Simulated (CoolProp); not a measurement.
Properties of methanol at several states.

Computed with CoolProp (reference Helmholtz-energy equation of state, de Reuck 1993).

| T (K) | p (bar) | phase | Z | Joule-Thomson coefficient (K/MPa) | isothermal compressibility (1/MPa) |
|---|---|---|---|---|---|
| 204.1 | 11.4 | liquid | 0.02455 | -0.3960 | 0.0006716 |
| 197.4 | 1.09 | liquid | 0.002410 | -0.3974 | 0.0006434 |
| 532.5 | 135 | supercritical | 0.2381 | 1.956 | 0.05666 |
| 243.5 | 2.13 | liquid | 0.004023 | -0.3757 | 0.0008802 |
| 256.9 | 0.635 | liquid | 0.001155 | -0.3659 | 0.0009622 |
| 394.7 | 0.808 | gas | 0.9891 | 43.87 | 12.52 |
